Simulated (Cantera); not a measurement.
A closed system holds: 1 mol Ni, 0.42 mol NH3, 190 mol H2, equilibrated at 25000 Pa.

Equilibrium computed with Cantera from the NASA thermochemical tables; the gas is ideal and each condensed phase is pure. Candidate condensed phases: Ni; 10 gas species. Kinetics and transport are ignored. All values below are at 1575 K.

Base state: H2 0.999, N2 0.00110, H 8.31e-5 (mole fractions); condensed: Ni(s).

### Question
What changes in the equilibrium state with this change: NH3 from 0.42 to 1.5 mol?

### Answer
| species | before | after |
|---|---|---|
| H2 | 0.999 | 0.996 |
| N2 | 0.00110 | 0.00389 |
| H | 8.31e-5 | 8.29e-5 |
| Ni(s), mol | 1.000 | 1.000 |
